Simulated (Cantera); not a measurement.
Cantera run, input and output.

```python
import numpy as np
import cantera as ct

gas = ct.Solution("gri30.yaml")
gas.TPX = 1300, 101325, {'CH4': 1, 'H2O': 1.3}
reactor = ct.IdealGasConstPressureReactor(gas, energy="off", clone=False)
net = ct.ReactorNet([reactor])
net.rtol, net.atol = 1e-08, 1e-18
show = ['CH4', 'H2O', 'CH2CO', 'CO', 'HCO', 'C2H6']
times = np.geomspace(8e-05, 100, 13)

steps = ct.SolutionArray(gas, extra=["t"])
rows = []
print(f"{'t/s':>10s}{'T/K':>9s}{'P/Pa':>11s}" + "".join(f"{s:>11s}" for s in show))
for t in times:
    while net.time < t:
        t_next = net.step()
        steps.append(gas.state, t=t_next)
    rows.append([np.interp(t, steps.t, y) for y in (steps.T, steps.P, *steps(*show).X.T)])
    print(f"{t:10.3e}{rows[-1][0]:9.1f}{rows[-1][1]:11.4g}" + "".join(f"{x:11.3e}" for x in rows[-1][2:]))
rate = np.gradient(steps.T, steps.t)
print("integrator steps:", len(steps.t))
if steps.T.max() > steps.T[0] + 200:
    print(f"time of steepest temperature rise: {steps.t[rate.argmax()]:.4e} s")
gas.TPX = 1300, 101325, {'CH4': 1, 'H2O': 1.3}
gas.equilibrate("TP")
print(f"equilibrium (TP): T = {gas.T:.1f} K  " + "  ".join(f"{s} {gas[s].X[0]:.3e}" for s in show))
```

It prints:

```
       t/s      T/K       P/Pa        CH4        H2O      CH2CO         CO        HCO       C2H6
 8.000e-05   1300.0  1.013e+05  4.348e-01  5.652e-01  2.837e-25  2.712e-18  1.280e-20  3.938e-10
 2.577e-04   1300.0  1.013e+05  4.348e-01  5.652e-01  3.479e-22  6.850e-16  1.178e-18  1.291e-08
 8.303e-04   1300.0  1.013e+05  4.348e-01  5.652e-01  3.843e-19  1.730e-13  9.085e-17  3.655e-07
 2.675e-03   1300.0  1.013e+05  4.348e-01  5.652e-01  1.620e-16  1.681e-11  1.954e-15  4.798e-06
 8.618e-03   1300.0  1.013e+05  4.347e-01  5.652e-01  1.575e-14  3.970e-10  1.085e-14  2.317e-05
 2.776e-02   1300.0  1.013e+05  4.346e-01  5.652e-01  1.086e-12  6.284e-09  5.265e-14  8.039e-05
 8.944e-02   1300.0  1.013e+05  4.341e-01  5.652e-01  1.018e-10  1.121e-07  3.118e-13  2.375e-04
 2.882e-01   1300.0  1.013e+05  4.325e-01  5.649e-01  1.057e-08  1.924e-06  1.422e-12  4.871e-04
 9.283e-01   1300.0  1.013e+05  4.264e-01  5.630e-01  4.193e-07  1.542e-05  2.063e-12  5.266e-04
 2.991e+00   1300.0  1.013e+05  4.070e-01  5.556e-01  3.298e-06  9.763e-05  2.036e-12  4.095e-04
 9.635e+00   1300.0  1.013e+05  3.571e-01  5.361e-01  7.898e-06  6.662e-04  2.314e-12  2.530e-04
 3.104e+01   1300.0  1.013e+05  2.656e-01  4.987e-01  1.142e-05  3.441e-03  6.814e-12  2.294e-04
 1.000e+02   1300.0  1.013e+05  2.281e-01  4.510e-01  8.787e-06  1.280e-02  3.048e-11  2.981e-04
integrator steps: 1181
equilibrium (TP): T = 1300.0 K  CH4 9.533e-05  H2O 5.932e-02  CH2CO 8.847e-11  CO 2.220e-01  HCO 8.441e-10  C2H6 1.749e-11
```

Cantera simulation using GRI-Mech 3.0 (53 species, 325 reactions); the numbers are that mechanism's predictions, not measurements.
